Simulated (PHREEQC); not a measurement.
Solution (25 °C): 0.068 mol/kgw FeSO4, 0.22 mol/kgw CaCl2 and 9.9e-05 mol/kgw NaH2PO4. Closed to the air; pH follows from the charge balance.

All values are PHREEQC results (ion-association model, wateq4f.dat), not measurements.

```
quantity                    before     after
------------------------  --------  --------
pH                            5.41      5.47
ionic strength (mol/kgw)     0.749     0.155
H2PO4- (mol/kgw)           1.12e-5   1.15e-5
HPO4-2 (mol/kgw)           6.41e-7   4.92e-7
H3PO4 (mol/kgw)            3.63e-9   4.21e-9
NaHPO4- (mol/kgw)         2.38e-11  2.89e-11
```

### Question
Which change was made?
A. FeSO4 left out
B. temperature from 25 to 40 °C
C. CaCl2 left out

### Answer
C, CaCl2 left out

Precipitation was switched off in this run. The ionic strength passes 0.7 mol/kgw, the rough limit of the ion-association models, in before. Some of these states are supersaturated (in Gypsum, Vivianite, for instance). H3PO4, which wateq4f.dat lacks, is added to it with the constant of phreeqc.dat.
